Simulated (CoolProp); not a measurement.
Vapour-liquid equilibrium of dimethyl ether (1) + 1-butene (2) at 345.6 K; x and y are mole fractions of (1).

Values from CoolProp's multi-fluid Helmholtz-energy mixture model, Wu 2011 and Lemmon 2005; pair parameters Bell 2016.

```tsv
x	bubble pressure, mixture model (bar)	bubble pressure, Raoult's law (bar)	y, mixture model	y, Raoult's law
0.05	10.71	10.59	0.088	0.090
0.125	11.54	11.26	[?]	0.212
0.2	12.34	11.92	0.305	0.320
0.275	13.10	12.59	0.394	0.416
0.35	13.83	13.26	0.474	0.503
0.425	14.54	13.93	0.546	0.581
0.5	15.21	14.60	0.613	0.653
0.575	[?]	15.26	0.676	0.718
0.65	[?]	15.93	[?]	0.777
0.725	17.08	16.60	[?]	0.832
0.8	17.65	17.27	0.850	0.883
0.875	18.20	17.94	0.906	0.929
0.95	18.72	18.60	0.962	0.973
```

**Question.** What belongs in the gaps?

**Answer.** 
- 0.125, y, mixture model: 0.204
- 0.575, bubble pressure, mixture model (bar): 15.86
- 0.65, bubble pressure, mixture model (bar): 16.48
- 0.65, y, mixture model: 0.736
- 0.725, y, mixture model: 0.794

The largest gap from Raoult's law is +4.4 % in bubble pressure, at x = 0.425. No azeotrope shows between x = 0.05 and 0.95.

The pair parameters rest on a limited set of measurements; away from them the model extrapolates.
